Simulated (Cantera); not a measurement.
Cantera with NASA thermochemical tables; ideal gases at 1 bar, condensed phases pure. Values are per mole of reaction as written; species without (g) are pure solids or liquids, kept so even where they would boil at 1 bar.

B2O3(g) + N2O(g) ⇌ B2O2(g) + 2 NO(g)

| T (K) | ΔH° (kJ) | ΔS° (J/K) | ΔG° (kJ) | log10 K |
|---|---|---|---|---|
| 1848 | 475.1 | 157.9 | 183.3 | -5.18 |
| 1948 | 474.3 | 157.5 | 167.5 | -4.49 |
| 2048 | 473.5 | 157.1 | 151.8 | -3.87 |
| 2148 | 472.7 | 156.7 | 136.1 | -3.31 |
| 2248 | 471.9 | 156.3 | 120.5 | -2.80 |
| 2348 | [?] | [?] | [?] | [?] |
| 2448 | 470.3 | 155.7 | 89.3 | -1.90 |
| 2548 | 469.5 | 155.3 | 73.7 | -1.51 |
| 2648 | [?] | [?] | [?] | [?] |

Problem. Fill in the missing entries.

Solution. 
- 2348, ΔH° (kJ): 471.1
- 2348, ΔS° (J/K): 156.0
- 2348, ΔG° (kJ): 104.9
- 2348, log10 K: -2.33
- 2648, ΔH° (kJ): 468.7
- 2648, ΔS° (J/K): 155.0
- 2648, ΔG° (kJ): 58.2
- 2648, log10 K: -1.15
